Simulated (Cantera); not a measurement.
Pb + H2 + O2 (iron carbonyl, mercury and lead vapours)

Input: 1 mol Pb, 7 mol H2, 0.071 mol O2, equilibrated at 1525 K and 0.140 bar.

Equilibrium computed with Cantera from the NASA thermochemical tables; the gas is ideal and each condensed phase is pure. Candidate condensed phases: H2O, Pb, PbO, PbO2, Pb3O4; 12 gas species. Rates play no part.

The x(H2) comes out as 0.857 and the x(Pb) is 0.125. The x(H2O) comes out as 0.0177 and the x(H) comes out as 5.85e-5. The x(Pb2) comes out as 3.44e-5. The x(PbO) is 1.16e-6 and the gas amount comes out as 8.000 mol. The log10 activity of Pb(l) (absent) is -0.25.
